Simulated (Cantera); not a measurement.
**Gas-phase reforming**

A perfectly stirred reactor is fed with 69.9 % CH₄, 30.1 % CO₂, at 500000 Pa; it is held at 1600 K, and followed from long to short residence time.

Cantera simulation using GRI-Mech 3.0 (53 species, 325 reactions); the numbers are that mechanism's predictions, not measurements. GRI-Mech 3.0 stops at C3 and has no aromatics, soot or wall deposition, so with more carbon than oxygen in the feed, carbon stays in small species such as C2H2 where larger ones or solid carbon would form.

```tsv
τ (s)	x CH₄	x CO₂	x O	x CH₂O	x CH₃	x H₂O
1.2	0.133	0.0239	1.44e-12	5.63e-7	0.000102	0.0901
0.45	0.147	0.0376	1.71e-12	7.62e-7	0.000114	0.117
0.17	0.183	0.0635	1.77e-12	1.07e-6	0.000137	0.126
0.067	0.254	0.112	1.59e-12	1.47e-6	0.000180	0.105
0.026	0.366	0.183	1.21e-12	2.02e-6	0.000244	0.0600
0.010	0.488	0.243	<1e-12	2.84e-6	0.000322	0.0223
0.0039	0.585	0.277	<1e-12	3.83e-6	0.000398	0.00603
0.0015	0.649	0.293	<1e-12	4.49e-6	0.000448	0.00120
0.00057	0.681	0.299	<1e-12	4.05e-6	0.000434	0.000187
```
x: mole fraction; the columns are a selection and need not sum to one.
